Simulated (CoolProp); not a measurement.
Ethanol along the isotherm 315.45 °C: fugacity coefficient from the reference equation and from simpler models built on Tc = 241.6 °C, pc = 6.268 MPa, ω = 0.644; each cubic takes its own stable root.

The numbers come from the reference Helmholtz-energy equation of state, Schroeder 2014 in CoolProp.

| p (MPa) | phase | reference |
|---|---|---|
| 0.198 | gas | 0.9951 |
| 0.32 | gas | 0.9921 |
| 0.517 | gas | 0.9872 |
| 0.836 | gas | 0.9793 |
| 1.35 | gas | 0.9667 |
| 2.18 | gas | 0.9464 |
| 3.52 | gas | 0.9137 |
| 5.69 | gas | 0.8611 |
| 9.2 | supercritical | 0.7749 |
| 14.9 | supercritical | 0.6372 |
| 24 | supercritical | 0.5009 |
| 38.8 | supercritical | 0.4162 |
| 62.7 | supercritical | 0.3893 |

**Question.** How far does each simpler model (van der Waals, Soave-Redlich-Kwong) lie from the reference over these 13 states: mean and median of the absolute difference, and the worst?

**Answer.** 
- van der Waals: mean 5.5 %, median 2.1 %, worst +21.2 % at 315.45 °C and 62.7 MPa
- Soave-Redlich-Kwong: mean 4.7 %, median 1.2 %, worst +27.2 % at 315.45 °C and 62.7 MPa
